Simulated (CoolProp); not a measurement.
A single-stage vapour-compression cycle with isobutane: evaporating at 247.15 K (dew point), condensing at 314.15 K (bubble point), superheat 2 K, subcooling 0 K, compressor efficiency 0.85, no pressure losses. Each further row changes one setting.

Computed with CoolProp (reference Helmholtz-energy equation of state, Bücker 2006).

```tsv
case	cooling COP	pressure ratio	discharge temperature (K)	refrigerating effect (kJ/kg)	volumetric capacity (kJ/m³)
as stated	2.24	9.76	321.2	224	360
evaporating temperature 252.15 K	2.54	7.85	319.9	230	454
condensing temperature 309.15 K	2.51	8.54	316.6	236	381
subcooling 5 K	2.36	9.76	321.2	236	381
superheat 12 K	2.28	9.76	331.1	239	368
compressor efficiency 0.75	1.97	9.76	328.0	224	360
```
